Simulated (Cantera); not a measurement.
An adiabatic, constant-pressure homogeneous reactor starts with CO : H2 : CH4 : O2 : N2 : H2O = 1 : 0.042 : 0.047 : 1.86 : 7.01 : 0.8 (molar parts), equivalence ratio 0.33, at 1598 K and 1.28 atm.

Computed with Cantera and GRI-Mech 3.0 (53 species, 325 reactions).

x: mole fraction; the columns are a selection and need not sum to one.

| t (s) | T (K) | x CO | x H2 | x CH4 | x CO2 | x CH2 | x H2O2 | x HCN |
|---|---|---|---|---|---|---|---|---|
| 9.00e-6 | 1598 | 0.0929 | 0.00390 | 0.00437 | 3.30e-6 | 3.83e-11 | 5.09e-9 | <1e-12 |
| 2.60e-5 | 1598 | 0.0928 | 0.00385 | 0.00425 | 0.000122 | 5.10e-8 | 8.15e-8 | <1e-12 |
| 7.49e-5 | 1848 | 0.0426 | 0.00402 | <1e-12 | 0.0556 | <1e-12 | 5.77e-7 | 6.75e-12 |
| 0.000216 | 2210 | [?] | [?] | <1e-12 | [?] | <1e-12 | 1.60e-7 | <1e-12 |
| 0.000624 | 2320 | 0.00442 | 0.000672 | <1e-12 | 0.0973 | <1e-12 | 1.52e-7 | <1e-12 |
| 0.00180 | 2332 | 0.00353 | 0.000550 | <1e-12 | 0.0983 | <1e-12 | 1.65e-7 | <1e-12 |
| 0.00520 | 2331 | 0.00352 | 0.000548 | <1e-12 | 0.0983 | <1e-12 | 1.65e-7 | <1e-12 |
| 0.0150 | 2328 | 0.00347 | 0.000542 | <1e-12 | 0.0983 | <1e-12 | 1.63e-7 | <1e-12 |
| 0.0433 | 2322 | 0.00338 | 0.000529 | <1e-12 | 0.0984 | <1e-12 | 1.60e-7 | <1e-12 |
| 0.125 | 2315 | 0.00327 | 0.000514 | <1e-12 | 0.0986 | <1e-12 | 1.56e-7 | <1e-12 |
| 0.360 | 2313 | 0.00323 | 0.000509 | <1e-12 | 0.0986 | <1e-12 | 1.55e-7 | <1e-12 |
| 1.04 | 2313 | 0.00323 | 0.000509 | <1e-12 | 0.0986 | <1e-12 | 1.55e-7 | <1e-12 |
| 3.00 | 2313 | 0.00323 | 0.000509 | <1e-12 | 0.0986 | <1e-12 | 1.55e-7 | <1e-12 |

### Question
Some entries are withheld; supply them.

### Answer

- 0.000216, x CO: 0.0117
- 0.000216, x H2: 0.00184
- 0.000216, x CO2: 0.0892
